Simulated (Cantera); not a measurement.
A Cantera script and its output.

```python
import numpy as np
import cantera as ct

gas = ct.Solution("gri30.yaml")
gas.TPX = 1800, 100000, {'CH4': 1, 'O2': 1.25, 'N2': 9.38}
reactor = ct.IdealGasConstPressureReactor(gas, energy="on", clone=False)
net = ct.ReactorNet([reactor])
net.rtol, net.atol = 1e-08, 1e-16
show = ['CH4', 'O2', 'H2O', 'HCO', 'CO']
times = np.geomspace(4e-06, 0.4, 14)

steps = ct.SolutionArray(gas, extra=["t"])
rows = []
print(f"{'t/s':>10s}{'T/K':>9s}{'P/Pa':>11s}" + "".join(f"{s:>11s}" for s in show))
for t in times:
    while net.time < t:
        t_next = net.step()
        steps.append(gas.state, t=t_next)
    rows.append([np.interp(t, steps.t, y) for y in (steps.T, steps.P, *steps(*show).X.T)])
    print(f"{t:10.3e}{rows[-1][0]:9.1f}{rows[-1][1]:11.4g}" + "".join(f"{x:11.3e}" for x in rows[-1][2:]))
rate = np.gradient(steps.T, steps.t)
print("integrator steps:", len(steps.t))
if steps.T.max() > steps.T[0] + 200:
    print(f"time of steepest temperature rise: {steps.t[rate.argmax()]:.4e} s")
gas.TPX = 1800, 100000, {'CH4': 1, 'O2': 1.25, 'N2': 9.38}
gas.equilibrate("HP")
print(f"equilibrium (HP): T = {gas.T:.1f} K  " + "  ".join(f"{s} {gas[s].X[0]:.3e}" for s in show))
```

It prints:

```
       t/s      T/K       P/Pa        CH4         O2        H2O        HCO         CO
 4.000e-06   1799.8      1e+05  8.594e-02  1.075e-01  6.904e-06  8.523e-11  9.323e-09
 9.698e-06   1799.6      1e+05  8.587e-02  1.075e-01  2.345e-05  7.564e-10  1.024e-07
 2.351e-05   1799.1      1e+05  8.565e-02  1.074e-01  9.521e-05  8.682e-09  1.633e-06
 5.700e-05   1798.7      1e+05  8.462e-02  1.070e-01  5.431e-04  1.478e-07  4.394e-05
 1.382e-04   1827.4      1e+05  7.134e-02  9.949e-02  8.500e-03  7.763e-06  3.338e-03
 3.351e-04   2499.6      1e+05  4.432e-14  7.753e-04  9.380e-02  1.100e-07  6.246e-02
 8.124e-04   2551.1      1e+05  1.143e-13  3.992e-04  9.689e-02  8.248e-08  6.276e-02
 1.970e-03   2575.5      1e+05  2.332e-13  2.471e-04  9.837e-02  6.858e-08  6.295e-02
 4.775e-03   2577.4      1e+05  2.625e-13  2.268e-04  9.844e-02  6.677e-08  6.300e-02
 1.158e-02   2576.2      1e+05  2.662e-13  2.233e-04  9.833e-02  6.672e-08  6.304e-02
 2.807e-02   2575.9      1e+05  2.671e-13  2.226e-04  9.831e-02  6.671e-08  6.305e-02
 6.805e-02   2575.9      1e+05  2.671e-13  2.225e-04  9.830e-02  6.671e-08  6.305e-02
 1.650e-01   2575.9      1e+05  2.671e-13  2.225e-04  9.830e-02  6.671e-08  6.305e-02
 4.000e-01   2575.9      1e+05  2.671e-13  2.225e-04  9.830e-02  6.671e-08  6.305e-02
integrator steps: 1650
time of steepest temperature rise: 1.9394e-04 s
equilibrium (HP): T = 2575.9 K  CH4 3.055e-13  O2 2.225e-04  H2O 9.830e-02  HCO 6.671e-08  CO 6.305e-02
```

Computed with Cantera and GRI-Mech 3.0 (53 species, 325 reactions).
